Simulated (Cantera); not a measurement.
Feed: 1 mol SiH2Cl2, 11 mol N2O, 0.16 mol H2, equilibrated at 690 Pa.

These are equilibrium values from Cantera (NASA tables, ideal gas, pure condensed phases), not measurements of a reactor. Candidate condensed phases: H2O, NH4Cl, Si, SiO2, Si2N2O, Si3N4; 47 gas species. The tables hold silica as quartz up to 1696 K and as liquid above; real silica turns to tridymite and cristobalite and melts near 1996 K. Rates play no part.

Over these rows the condensed part is SiO2(condensed). Partial pressures as log10 of bar:

```
T (K)  1000/T (1/K)  log p SiO  log p N2  log p O2  log p HCl  log p Cl
-----  ------------  ---------  --------  --------  ---------  --------
1723         0.5804      -9.54     -2.37     -2.78      -3.26     -3.64
1773         0.5640      -8.88     -2.37     -2.79      -3.29     -3.59
1823         0.5485      -8.25     -2.37     -2.79      -3.31     -3.55
1873         0.5339      -7.65     -2.37     -2.79      -3.33     -3.51
1923         0.5200          ?     -2.37     -2.80      -3.36     -3.48
1973         0.5068      -6.56     -2.37     -2.80      -3.38     -3.44
```

### Question
Fit log p(SiO) = a + b·(1000/T) to the five rows, give the apparent enthalpy, and predict the row at 1923 K.

### Answer
Means: 1000/T = 0.5467, log p = -8.176. Sxy = -0.129490, Sxx = 0.0031941, so b = -40.54 and a = -8.176 − (-40.54)×0.5467 = 13.99.
Apparent enthalpy: −19.145 × (-40.54) = 776 kJ/mol. With the condensed phases at unit activity, SiO2(condensed) = SiO(g) + 1/2 O2(g) links this pressure to the main gases: over the six rows their terms move log p by +0.01 in all, so the slope is close to that reaction's ΔH°. The five rows lie within 0.01 of the line.
Prediction at 1923 K: 13.99 + (-40.54)×0.5200 = -7.09. The computed value is -7.09, 0.00 from the line.
